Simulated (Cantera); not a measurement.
Charge: 1 mol B, 0.28 mol Cl₂, 0.056 mol N₂, equilibrated at 702 °C and 36.0 mbar.

Method: chemical equilibrium by Gibbs-energy minimisation in Cantera with the NASA 1993 tables (ideal gas, pure condensed phases). Candidate condensed phases: B, BN; 10 gas species. N₂ is the only nitrogen source here; it is nearly inert below about 1500 K, so the nitride shown seldom forms there in practice. The numbers say what is thermodynamically allowed, not how fast it happens.

Base state: BCl₃ 1.000 (mole fractions); condensed: B(s) + BN(s).

Question: What changes in the equilibrium state with this change: B replaced by Al?

Answer: 
```tsv
species	before	after
AlCl₃	0	0.949
AlCl	0	0.0326
AlCl₂	0	0.0134
BCl₃	1.000	0
Al₂Cl₆	0	0.00461
B(s), mol	0.701	0
BN(s), mol	0.112	0
Al(l), mol	0	0.696
AlN(s), mol	0	0.112
```
The tables' values for AlCl₂ are old estimates; treat these amounts as uncertain. Further candidate phases: Al, AlCl₃, AlN.

Question: What changes in the equilibrium state with this change: B replaced by Fe₂O₃?

Answer: 
| species | before | after |
|---|---|---|
| Cl₂ | <1e-9 | 0.756 |
| N₂ | <1e-9 | 0.165 |
| FeCl₃ | 0 | 0.0437 |
| BCl₃ | 1.000 | 0 |
| O₂ | 0 | 0.0336 |
| Cl | 1.17e-9 | 0.00121 |
| FeCl₂ | 0 | 0.000670 |
| Fe₂Cl₆ | 0 | 0.000205 |
| B(s), mol | 0.701 | 0 |
| BN(s), mol | 0.112 | 0 |
| Fe₂O₃(s), mol | 0 | 0.992 |
Further candidate phases: Fe, FeCl₂, FeCl₃, FeO, Fe₂O₃, Fe₃O₄.
